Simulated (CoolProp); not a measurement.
Vapour-liquid equilibrium of dimethyl ether (1) + R236EA (2) at 21.55 °C; x and y are mole fractions of (1).

The numbers come from the multi-fluid Helmholtz-energy mixture model, Wu 2011 and Rui 2013; pair parameters Bell 2016 in CoolProp.

```csv
x,"bubble pressure, mixture model (MPa)","bubble pressure, Raoult's law (MPa)","y, mixture model","y, Raoult's law"
0.05,0.1841,0.1999,0.059,0.133
0.15,0.1894,0.2350,0.188,0.341
0.25,0.1986,0.2701,0.332,0.494
0.35,0.2141,0.3053,0.485,0.612
0.45,0.2384,0.3404,0.634,0.705
0.55,0.2737,0.3755,0.763,0.782
0.65,0.3207,0.4107,0.862,0.845
0.75,0.3783,0.4458,0.929,0.898
0.85,0.4420,0.4809,0.970,0.943
0.95,0.5050,0.5161,0.993,0.982
```

The largest gap from Raoult's law is -30.0 % in bubble pressure, at x = 0.45. No azeotrope shows between x = 0.05 and 0.95.

The pair parameters rest on a limited set of measurements; away from them the model extrapolates.
